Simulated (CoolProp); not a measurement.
Vapour-liquid equilibrium of R152A (1) + isobutene (2) at 332.1 K; x and y are mole fractions of (1).

Model: multi-fluid Helmholtz-energy mixture model, Outcalt 1996 and Lemmon 2005; pair parameters Bell 2016, in CoolProp.

```json
[
 {"x": "0.05", "bubble pressure (kPa)": "857.0", "y at the bubble point": "0.134", "dew pressure at overall composition x (kPa)": "795.0", "liquid density (mol/L)": "9.727"},
 {"x": "0.125", "bubble pressure (kPa)": "978.1", "y at the bubble point": "0.275", "dew pressure at overall composition x (kPa)": "849.9", "liquid density (mol/L)": "9.818"},
 {"x": "0.2", "bubble pressure (kPa)": "1078", "y at the bubble point": "0.374", "dew pressure at overall composition x (kPa)": "910.9", "liquid density (mol/L)": "9.916"},
 {"x": "0.275", "bubble pressure (kPa)": "[?]", "y at the bubble point": "0.451", "dew pressure at overall composition x (kPa)": "978.4", "liquid density (mol/L)": "[?]"},
 {"x": "0.35", "bubble pressure (kPa)": "1229", "y at the bubble point": "0.514", "dew pressure at overall composition x (kPa)": "1053", "liquid density (mol/L)": "10.14"},
 {"x": "0.425", "bubble pressure (kPa)": "1288", "y at the bubble point": "0.569", "dew pressure at overall composition x (kPa)": "[?]", "liquid density (mol/L)": "10.28"},
 {"x": "0.5", "bubble pressure (kPa)": "1337", "y at the bubble point": "0.619", "dew pressure at overall composition x (kPa)": "1214", "liquid density (mol/L)": "10.43"},
 {"x": "0.575", "bubble pressure (kPa)": "1379", "y at the bubble point": "0.668", "dew pressure at overall composition x (kPa)": "1294", "liquid density (mol/L)": "10.61"},
 {"x": "0.65", "bubble pressure (kPa)": "1414", "y at the bubble point": "0.716", "dew pressure at overall composition x (kPa)": "1365", "liquid density (mol/L)": "10.81"},
 {"x": "0.725", "bubble pressure (kPa)": "1442", "y at the bubble point": "0.766", "dew pressure at overall composition x (kPa)": "1420", "liquid density (mol/L)": "11.04"},
 {"x": "0.8", "bubble pressure (kPa)": "[?]", "y at the bubble point": "0.820", "dew pressure at overall composition x (kPa)": "1455", "liquid density (mol/L)": "[?]"},
 {"x": "0.875", "bubble pressure (kPa)": "1472", "y at the bubble point": "0.880", "dew pressure at overall composition x (kPa)": "1472", "liquid density (mol/L)": "11.59"},
 {"x": "0.95", "bubble pressure (kPa)": "1472", "y at the bubble point": "0.948", "dew pressure at overall composition x (kPa)": "1472", "liquid density (mol/L)": "11.91"}
]
```

Question: Fill in the missing entries.

Answer: 
- 0.275, bubble pressure (kPa): 1160
- 0.275, liquid density (mol/L): 10.02
- 0.425, dew pressure at overall composition x (kPa): 1132
- 0.8, bubble pressure (kPa): 1461
- 0.8, liquid density (mol/L): 11.29

y crosses x between x = 0.875 and 0.95: the model has an azeotrope there.

Pair parameters are fitted to limited data, so mixtures are less certain than the pure fluids.
